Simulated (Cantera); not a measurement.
A freely propagating, adiabatic, planar premixed flame of H2 : O2 : N2 = 1 : 0.455 : 1.71 (molar parts), equivalence ratio 1.1, unburnt at 550 K and 0.132 atm; mixture-averaged transport, grid criteria slope 0.08 and curve 0.16, no radiation.

Computed with Cantera and the H2/O2 subset of GRI-Mech 3.0, which has no nitrogen chemistry. Burning velocities carry a grid error of a few per cent, more on coarse grids.

**Question.** How do the results move with these cheaper or finer settings: unity-Lewis-number transport; multicomponent transport; multicomponent+Soret transport; grid criteria slope 0.5, curve 1; grid criteria slope 0.25, curve 0.5; grid criteria slope 0.03, curve 0.06?

**Answer.** 
| setting | laminar burning velocity | thermal thickness | peak x(HO2) | peak x(H2O2) | grid points |
|---|---|---|---|---|---|
| as above | 533 cm/s | 6.28 mm | 6.04e-5 | 1.62e-6 | 133 |
| unity-Lewis-number transport | 335 cm/s | 4.66 mm | 5.34e-5 | 9.33e-7 | 124 |
| multicomponent transport | 522 cm/s | 6.25 mm | 6.05e-5 | 1.64e-6 | 133 |
| multicomponent+Soret transport | 500 cm/s | 6.17 mm | 6.06e-5 | 1.70e-6 | 133 |
| grid criteria slope 0.5, curve 1 | 632 cm/s | 8.79 mm | 5.88e-5 | 1.26e-6 | 48 |
| grid criteria slope 0.25, curve 0.5 | 585 cm/s | 7.22 mm | 5.98e-5 | 1.45e-6 | 72 |
| grid criteria slope 0.03, curve 0.06 | 522 cm/s | 6.08 mm | 6.10e-5 | 1.69e-6 | 286 |
The base run took about 1.7 core-seconds (a rough figure).
Unity Lewis numbers drop preferential diffusion, which matters most where H2 and H carry the flame; Soret adds thermal diffusion.
